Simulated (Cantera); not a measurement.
An isothermal, constant-pressure homogeneous reactor starts with 1.99 % CO, 1.13 % O₂, 0.416 % H₂O, 94.6 % N₂, 1.89 % H₂, equivalence ratio 1.7, at 1175 K and 0.543 atm.

Detailed kinetics in Cantera: GRI-Mech 3.0 (53 species, 325 reactions).

x: mole fraction; the columns are a selection and need not sum to one.

```json
[
 {"t (s)": "9.00e-5", "x CO": "0.0199", "x O₂": "0.0113", "x H₂O": "0.00416", "x CO₂": "5.08e-10", "x OH": "1.11e-10", "x H₂": "0.0189"},
 {"t (s)": "0.000490", "x CO": "0.0199", "x O₂": "0.0113", "x H₂O": "0.00416", "x CO₂": "8.43e-8", "x OH": "3.55e-8", "x H₂": "0.0189"},
 {"t (s)": "0.00267", "x CO": "0.0117", "x O₂": "0.000733", "x H₂O": "0.0168", "x CO₂": "0.00833", "x OH": "0.000154", "x H₂": "0.00377"},
 {"t (s)": "0.0146", "x CO": "0.00856", "x O₂": "…", "x H₂O": "0.0156", "x CO₂": "0.0115", "x OH": "…", "x H₂": "…"},
 {"t (s)": "0.0794", "x CO": "0.00826", "x O₂": "3.11e-8", "x H₂O": "0.0153", "x CO₂": "0.0118", "x OH": "1.67e-6", "x H₂": "0.00794"},
 {"t (s)": "0.433", "x CO": "0.00819", "x O₂": "8.20e-10", "x H₂O": "0.0153", "x CO₂": "0.0119", "x OH": "2.65e-7", "x H₂": "0.00806"},
 {"t (s)": "2.36", "x CO": "0.00817", "x O₂": "1.99e-11", "x H₂O": "0.0152", "x CO₂": "0.0119", "x OH": "3.95e-8", "x H₂": "0.00809"},
 {"t (s)": "12.8", "x CO": "0.00816", "x O₂": "<1e-12", "x H₂O": "0.0152", "x CO₂": "0.0119", "x OH": "…", "x H₂": "0.00810"},
 {"t (s)": "70.0", "x CO": "0.00815", "x O₂": "<1e-12", "x H₂O": "0.0152", "x CO₂": "0.0119", "x OH": "2.60e-9", "x H₂": "0.00811"}
]
```

### Question
What belongs in the gaps?

### Answer

- 0.0146, x O₂: 1.64e-6
- 0.0146, x OH: 1.16e-5
- 0.0146, x H₂: 0.00730
- 12.8, x OH: 8.47e-9
